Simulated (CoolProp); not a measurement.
Vapour-liquid equilibrium of CH2F2 (R32) (1) + n-butane (2) at 7.55 °C; x and y are mole fractions of (1).

Values from CoolProp's multi-fluid Helmholtz-energy mixture model, Tillner-Roth 1997 and Bücker 2006; pair parameters Bell 2016.

```json
[
 {"x": "0.05", "bubble pressure (bar)": "[?]", "y at the bubble point": "0.611", "dew pressure at overall composition x (bar)": "1.436", "liquid density (mol/L)": "[?]"},
 {"x": "0.2", "bubble pressure (bar)": "7.592", "y at the bubble point": "0.817", "dew pressure at overall composition x (bar)": "1.714", "liquid density (mol/L)": "11.14"},
 {"x": "0.35", "bubble pressure (bar)": "9.056", "y at the bubble point": "0.850", "dew pressure at overall composition x (bar)": "2.120", "liquid density (mol/L)": "[?]"},
 {"x": "0.5", "bubble pressure (bar)": "[?]", "y at the bubble point": "0.860", "dew pressure at overall composition x (bar)": "2.771", "liquid density (mol/L)": "12.99"},
 {"x": "0.65", "bubble pressure (bar)": "[?]", "y at the bubble point": "0.868", "dew pressure at overall composition x (bar)": "[?]", "liquid density (mol/L)": "[?]"},
 {"x": "0.8", "bubble pressure (bar)": "10.02", "y at the bubble point": "[?]", "dew pressure at overall composition x (bar)": "6.979", "liquid density (mol/L)": "16.11"},
 {"x": "0.95", "bubble pressure (bar)": "10.32", "y at the bubble point": "0.953", "dew pressure at overall composition x (bar)": "10.32", "liquid density (mol/L)": "18.68"}
]
```

**Question.** What belongs in the gaps?

**Answer.** 
- 0.05, bubble pressure (bar): 3.577
- 0.05, liquid density (mol/L): 10.42
- 0.35, liquid density (mol/L): 11.98
- 0.5, bubble pressure (bar): 9.487
- 0.65, bubble pressure (bar): 9.709
- 0.65, dew pressure at overall composition x (bar): 3.982
- 0.65, liquid density (mol/L): 14.31
- 0.8, y at the bubble point: 0.888

No azeotrope shows between x = 0.05 and 0.95.

Pair parameters are fitted to limited data, so mixtures are less certain than the pure fluids. With so large a gap from Raoult's law the liquid may split in two, which this calculation doesn't test in full.
